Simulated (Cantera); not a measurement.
A perfectly stirred reactor is fed with C₃H₈ : O₂ : N₂ = 1 : 6.58 : 24.7 (molar parts), at 3750 Torr; it is adiabatic with a 425 K inlet, and is followed from long to short residence time, starting on the burning branch (τ in s: 0.044, 0.023, 0.012, 0.0059, 0.003, 0.0015, 0.00078, 0.0004, 0.0002, 0.0001, 5.3e-05).

Model: GRI-Mech 3.0 (53 species, 325 reactions), integrated in Cantera. GRI-Mech 3.0 was tuned for natural gas; its chemistry of propane as a main component is partial and can be far from experiment.

**Question.** What does this change do: pressure from 3750 Torr to 360 Torr?

**Answer.** 
```
quantity                                                                          before                                 after
------------------------------------------------  --------------------------------------  ------------------------------------
blow-out, bracketed by the residence times tried  burning at 53.0 µs, the shortest tried  burning at 0.200 ms, out at 0.100 ms
x(C₃H₈) at τ = 44.0 ms                                                           2.43e-7                               8.48e-7
x(O₂) at τ = 44.0 ms                                                              0.0472                                0.0486
x(HO₂) at τ = 44.0 ms                                                            2.33e-6                               1.73e-6
x(CO) at τ = 44.0 ms                                                            0.000688                               0.00492
x(CH₂CO) at τ = 44.0 ms                                                          3.75e-7                               1.39e-6
x(C₃H₈) at τ = 1.50 ms                                                           4.35e-6                               1.16e-5
x(O₂) at τ = 1.50 ms                                                              0.0485                                0.0545
x(HO₂) at τ = 1.50 ms                                                            7.20e-6                               7.81e-6
x(CO) at τ = 1.50 ms                                                             0.00359                                0.0168
x(CH₂CO) at τ = 1.50 ms                                                          7.12e-6                               1.38e-5
```
